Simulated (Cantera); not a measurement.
A closed system holds: 1 mol Pb, 0.083 mol O₂, 16 mol H₂, equilibrated at 1.58 Torr.

These are equilibrium values from Cantera (NASA tables, ideal gas, pure condensed phases), not measurements of a reactor. Candidate condensed phases: H₂O, Pb, PbO, PbO₂, Pb₃O₄; 12 gas species. Kinetics and transport are ignored.

Problem. Which condensed phases are stable at each of these points (T (K)): 450, 550, 650, 750, 850, 950, 1050, 1150, 1250?

Solution. 
```tsv
T (K)	condensed phases	Pb condensed (%)
450	Pb(s)	100.0
550	Pb(s)	100.0
650	Pb(l)	100.0
750	Pb(l)	100.0
850	Pb(l)	99.8
950	Pb(l)	96.2
1050	Pb(l)	63.7
1150	gas only	0.0
1250	gas only	0.0
```

From 450 K to 550 K the condensed part is Pb(s). From 650 K to 1050 K the condensed part is Pb(l). From 1150 K to 1250 K nothing is condensed.
